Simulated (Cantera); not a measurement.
Input (Python, Cantera) and output of one run.

```python
import numpy as np
import cantera as ct

gas_names = """
    CL CL2 N N2 Si SiCL SiCL2 SiCL3 SiCL4 SiN Si2 Si2N Si3
""".split()
cond_names = """
    Si(cr) Si(L) Si3N4(a)
""".split()


# ... load() reads the species with a 1 bar reference pressure and builds the phases ...
atoms = {
    'Si3N4': {'Si': 3, 'N': 4},
    'Cl2': {'CL': 2},
}
top_T = {'Si3N4(a)': 2400}  # K; cautious upper limits of use, not melting points


# ... equilibrate(T, P, feed) seeds the gas with the atoms and calls Mixture.equilibrate('TP', solver="vcs", rtol=1e-11, max_steps=5000) ...
results = []
feed = {'Si3N4': 1, 'Cl2': 2.6}  # mol
for P in [1, 6.8, 46, 320, 2200, 15000, 100000]:
    for T in [1373, 1398, 1423, 1448, 1473, 1498, 1523, 1548, 1573, 1598, 1623]:
        mix = equilibrate(T, P, feed)
        results.append((T, P, feed, dict(zip(mix.species_names, mix.species_moles))))

for T, P, feed, n in results:
    print(f"{T:7g} {P:10.4g}  " + (" + ".join(c for c in cond_names if n.get(c, 0) > 1e-12) or "gas only"))
```

Output:

```
   1373          1  Si3N4(a)
   1398          1  Si(cr)
   1423          1  Si(cr)
   1448          1  Si(cr)
   1473          1  Si(cr)
   1498          1  Si(cr)
   1523          1  Si(cr)
   1548          1  Si(cr)
   1573          1  Si(cr)
   1598          1  Si(cr)
   1623          1  Si(cr)
   1373        6.8  Si3N4(a)
   1398        6.8  Si3N4(a)
   1423        6.8  Si3N4(a)
   1448        6.8  Si3N4(a)
   1473        6.8  Si(cr) + Si3N4(a)
   1498        6.8  Si(cr)
   1523        6.8  Si(cr)
   1548        6.8  Si(cr)
   1573        6.8  Si(cr)
   1598        6.8  Si(cr)
   1623        6.8  Si(cr)
   1373         46  Si3N4(a)
   1398         46  Si3N4(a)
   1423         46  Si3N4(a)
   1448         46  Si3N4(a)
   1473         46  Si3N4(a)
   1498         46  Si3N4(a)
   1523         46  Si3N4(a)
   1548         46  Si3N4(a)
   1573         46  Si(cr) + Si3N4(a)
   1598         46  Si(cr)
   1623         46  Si(cr)
   1373        320  Si3N4(a)
   1398        320  Si3N4(a)
   1423        320  Si3N4(a)
   1448        320  Si3N4(a)
   1473        320  Si3N4(a)
   1498        320  Si3N4(a)
   1523        320  Si3N4(a)
   1548        320  Si3N4(a)
   1573        320  Si3N4(a)
   1598        320  Si3N4(a)
   1623        320  Si3N4(a)
   1373       2200  Si3N4(a)
   1398       2200  Si3N4(a)
   1423       2200  Si3N4(a)
   1448       2200  Si3N4(a)
   1473       2200  Si3N4(a)
   1498       2200  Si3N4(a)
   1523       2200  Si3N4(a)
   1548       2200  Si3N4(a)
   1573       2200  Si3N4(a)
   1598       2200  Si3N4(a)
   1623       2200  Si3N4(a)
   1373    1.5e+04  Si3N4(a)
   1398    1.5e+04  Si3N4(a)
   1423    1.5e+04  Si3N4(a)
   1448    1.5e+04  Si3N4(a)
   1473    1.5e+04  Si3N4(a)
   1498    1.5e+04  Si3N4(a)
   1523    1.5e+04  Si3N4(a)
   1548    1.5e+04  Si3N4(a)
   1573    1.5e+04  Si3N4(a)
   1598    1.5e+04  Si3N4(a)
   1623    1.5e+04  Si3N4(a)
   1373      1e+05  Si3N4(a)
   1398      1e+05  Si3N4(a)
   1423      1e+05  Si3N4(a)
   1448      1e+05  Si3N4(a)
   1473      1e+05  Si3N4(a)
   1498      1e+05  Si3N4(a)
   1523      1e+05  Si3N4(a)
   1548      1e+05  Si3N4(a)
   1573      1e+05  Si3N4(a)
   1598      1e+05  Si3N4(a)
   1623      1e+05  Si3N4(a)
```

These are equilibrium values from Cantera (NASA tables, ideal gas, pure condensed phases), not measurements of a reactor. Mutual solubility and eutectic melting of coexisting phases are not modelled. The tables' values for SiCl3 are old estimates.
